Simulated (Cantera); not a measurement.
A Cantera script and what it prints.

```python
import numpy as np
import cantera as ct

gas_names = """
    F F2 H HF H2 H2F2 H3F3 H4F4 H5F5 H6F6 H7F7 N NF NF2 NF3 NH NH2 NH3 N2 N2H2 N2H4 Si SiF SiF2 SiF3
    SiF4 SiH SiHF3 SiH2 SiH2F2 SiH3 SiH3F SiH4 SiN Si2 Si2N Si3
""".split()
cond_names = """
    Si(cr) Si(L) Si3N4(a)
""".split()


# ... load() reads the species with a 1 bar reference pressure and builds the phases ...
atoms = {
    'SiF4': {'Si': 1, 'F': 4},
    'N2': {'N': 2},
    'NH3': {'N': 1, 'H': 3},
}
top_T = {'Si3N4(a)': 2400}  # K; cautious upper limits of use, not melting points


# ... equilibrate(T, P, feed) seeds the gas with the atoms and calls Mixture.equilibrate('TP', solver="vcs", rtol=1e-11, max_steps=5000) ...
results = []
feed = {'SiF4': 1, 'N2': 0.83, 'NH3': 1.6}  # mol
T = 798.15  # K
P = 11  # Pa
mix = equilibrate(T, P, feed)
results.append((T, P, feed, dict(zip(mix.species_names, mix.species_moles))))
x = sorted(zip(gas.X, gas.species_names), reverse=True)
print(f"T = {T:g} K  P = {P:g} Pa  gas = {mix.phase_moles(0):.4g} mol")
print("   x: " + "  ".join(f"{s} {v:.3e}" for v, s in x if v > 0.001))
print("   condensed (mol): " + ("  ".join(f"{mix.phase(i).name} {mix.phase_moles(i):.4g}"
      for i in range(1, mix.n_phases) if mix.phase_moles(i) > 1e-12) or "none"))
```

Result:

```
T = 798.15 K  P = 11 Pa  gas = 5.03 mol
   x: H2 4.771e-01  N2 3.240e-01  SiF4 1.988e-01
   condensed (mol): Si3N4(a) 4.906e-05
```

Cantera equilibrium calculation (NASA polynomials, part measured and part estimated; ideal gas, pure solids and liquids).
